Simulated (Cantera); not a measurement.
## Premixed flame

A freely propagating, adiabatic, planar premixed flame of H2 : O2 : N2 = 1 : 0.385 : 1.69 (molar parts), equivalence ratio 1.3, unburnt at 448 K and 0.257 atm; unity-Lewis-number transport, grid criteria slope 0.08 and curve 0.16, no radiation.

Cantera simulation using the H2/O2 subset of GRI-Mech 3.0, which has no nitrogen chemistry; the numbers are that mechanism's predictions, not measurements. Unity Lewis numbers drop preferential diffusion, which matters most where H2 and H carry the flame. Burning velocities carry a grid error of a few per cent, more on coarse grids.

```json
[
 {"z (mm)": "-5.82", "T (K)": "448", "u (m/s)": "2.45", "x H2": "0.325", "x O2": "0.125", "x O": "<1e-8", "x H2O2": "<1e-8", "x H": "<1e-8", "x OH": "<1e-8"},
 {"z (mm)": "-3.88", "T (K)": "448", "u (m/s)": "2.45", "x H2": "0.325", "x O2": "0.125", "x O": "<1e-8", "x H2O2": "<1e-8", "x H": "<1e-8", "x OH": "<1e-8"},
 {"z (mm)": "-2.91", "T (K)": "448", "u (m/s)": "2.45", "x H2": "0.325", "x O2": "0.125", "x O": "<1e-8", "x H2O2": "<1e-8", "x H": "<1e-8", "x OH": "<1e-8"},
 {"z (mm)": "-1.94", "T (K)": "448", "u (m/s)": "2.45", "x H2": "0.325", "x O2": "0.125", "x O": "2.59e-8", "x H2O2": "6.12e-8", "x H": "<1e-8", "x OH": "<1e-8"},
 {"z (mm)": "-0.969", "T (K)": "474", "u (m/s)": "2.59", "x H2": "0.322", "x O2": "0.124", "x O": "5.38e-6", "x H2O2": "3.31e-6", "x H": "1.93e-5", "x OH": "7.83e-6"},
 {"z (mm)": "-0.485", "T (K)": "696", "u (m/s)": "3.75", "x H2": "0.293", "x O2": "0.109", "x O": "0.000230", "x H2O2": "3.91e-6", "x H": "0.00443", "x OH": "0.000305"},
 {"z (mm)": "0", "T (K)": "1130", "u (m/s)": "5.93", "x H2": "0.168", "x O2": "0.0562", "x O": "0.00413", "x H2O2": "7.40e-7", "x H": "0.0542", "x OH": "0.00214"},
 {"z (mm)": "0.485", "T (K)": "1391", "u (m/s)": "7.17", "x H2": "0.0816", "x O2": "0.0181", "x O": "0.00770", "x H2O2": "8.81e-7", "x H": "0.0889", "x OH": "0.00591"},
 {"z (mm)": "0.969", "T (K)": "1514", "u (m/s)": "7.74", "x H2": "0.0738", "x O2": "0.0117", "x O": "0.00767", "x H2O2": "7.14e-7", "x H": "0.0824", "x OH": "0.00779"},
 {"z (mm)": "1.94", "T (K)": "1652", "u (m/s)": "8.35", "x H2": "0.0771", "x O2": "0.00924", "x O": "0.00664", "x H2O2": "4.32e-7", "x H": "0.0671", "x OH": "0.00933"},
 {"z (mm)": "3.88", "T (K)": "1795", "u (m/s)": "8.97", "x H2": "0.0802", "x O2": "0.00696", "x O": "0.00513", "x H2O2": "2.25e-7", "x H": "0.0516", "x OH": "0.0103"},
 {"z (mm)": "7.76", "T (K)": "1935", "u (m/s)": "9.56", "x H2": "0.0820", "x O2": "0.00470", "x O": "0.00347", "x H2O2": "1.14e-7", "x H": "0.0374", "x OH": "0.0102"},
 {"z (mm)": "15.5", "T (K)": "2058", "u (m/s)": "10.1", "x H2": "0.0828", "x O2": "0.00278", "x O": "0.00203", "x H2O2": "6.05e-8", "x H": "0.0257", "x OH": "0.00904"}
]
```
x: mole fraction of selected species; z is measured from the peak of heat release.

```yaml
laminar_burning_velocity: 245 cm/s
thermal_thickness: 1.94 mm
peak x(O): 0.00785
peak x(H2O2): 5.44e-6
peak x(H): 0.0891
peak x(OH): 0.0104
```
